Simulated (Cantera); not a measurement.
Si3N4 + F2 + H2 (nitride etching)

Input: 1 mol Si3N4, a varied amount of F2, 1.8 mol H2, at 0.000140 bar.

Cantera equilibrium calculation (NASA polynomials, part measured and part estimated; ideal gas, pure solids and liquids). Candidate condensed phases: Si, Si3N4; 37 gas species. Mutual solubility and eutectic melting of coexisting phases are not modelled. The tables' values for SiF2, SiF3 are old estimates. Kinetics and transport are ignored.

Task: Map the stable condensed phases over T = 873, 973, 1073, 1173, 1273, 1373, 1473, 1573, 1673, 1773, 1873, 1973, 2073, 2173 K and n(F2) in mol = 1.2, 1.6, 2.2, 3.1, 4.2, 5.7, 7.8, 11.

Result: 
```
T in K \ n(F2) in mol
         1.2 1.6 2.2 3.1 4.2 5.7 7.8  11
   2173    A   A   A   A   A   A   A   A
   2073    A   A   A   A   A   A   A   A
   1973    B   A   A   A   A   A   A   A
   1873    B   B   B   A   A   A   A   A
   1773    B   B   B   B   A   A   A   A
   1673    B   B   B   B   A   A   A   A
   1573    B   B   B   B   A   A   A   A
   1473    C   C   D   D   D   A   A   A
   1373    D   D   D   D   D   A   A   A
   1273    D   D   D   D   D   D   A   A
   1173    D   D   D   D   D   D   A   A
   1073    D   D   D   D   D   D   A   A
    973    D   D   D   D   D   D   A   A
    873    D   D   D   D   D   D   A   A
```
A: gas only; B: Si; C: Si + Si3N4; D: Si3N4.
